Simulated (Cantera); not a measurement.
Input: 1 mol PbO, a varied amount of CO, 14 mol N2, held at 700 °C and 13300 Pa.

Method: chemical equilibrium by Gibbs-energy minimisation in Cantera with the NASA 1993 tables (ideal gas, pure condensed phases). Candidate condensed phases: C, Pb, PbO, PbO2, Pb3O4; 27 gas species. Rates play no part.

Q: At 1.1 mol CO, list the 4 most abundant gas species with their mole fractions, and the condensed phases.

A: N2 0.927, CO2 0.0662, CO 0.00662, Pb 6.56e-5. Condensed: Pb(l).
